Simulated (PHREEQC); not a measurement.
**Reverse-osmosis permeate: an equilibrium model**

A made-up water analysis in mg/L, 59 °C, pH 6.8, pe 8.7:

```csv
constituent,mg/L
Na,0.86
K,3.36
Ca,6.94
Mg,2.99
Cl,8.89
S(6) as SO4,13.8
Alkalinity as HCO3,10.7
Sr,0.0121
B,0.12
```

Cl is adjusted to close the charge balance.
Valence states are taken as typed.

Computed with PHREEQC (ion-association model, phreeqc.dat).

Precipitation was switched off in this run.

Q: Predict the specific conductance.

A: specific conductance 160 µS/cm.

Q: In which forms is Mg present?

A: Mg+2 95 %, MgSO4 4.8 % of the Mg.

Species that the database lacks are ignored. Away from 25 °C the constants follow the database's enthalpies or fits; those with neither stay at their 25 °C values.
